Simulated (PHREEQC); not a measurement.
Consider water at 25 °C with 11 mmol/kgw LiCl and 0.21 mmol/kgw Na2SO4. Closed to the air; pH follows from the charge balance.

Equilibrium calculation in PHREEQC: Pitzer model, pitzer.dat.

```
Property                      Result
--------------------  --------------
ionic strength        0.0116 mol/kgw
specific conductance      1220 µS/cm
osmotic coefficient            0.966
```

```json
[
 {"species": "Cl-", "molality": "0.0110", "activity": "0.00984", "log γ": "-0.048"},
 {"species": "Li+", "molality": "0.0110", "activity": "0.00992", "log γ": "-0.045"},
 {"species": "Na+", "molality": "0.000420", "activity": "0.000378", "log γ": "-0.046"},
 {"species": "SO4-2", "molality": "0.000210", "activity": "0.000132", "log γ": "-0.203"},
 {"species": "OH-", "molality": "1.13e-7", "activity": "1.01e-7", "log γ": "-0.052"},
 {"species": "H+", "molality": "1.12e-7", "activity": "1.01e-7", "log γ": "-0.045"},
 {"species": "HSO4-", "molality": "1.42e-9", "activity": "1.26e-9", "log γ": "-0.052"}
]
```

No solid was allowed to form. Complexes and solids missing from the database can't appear.
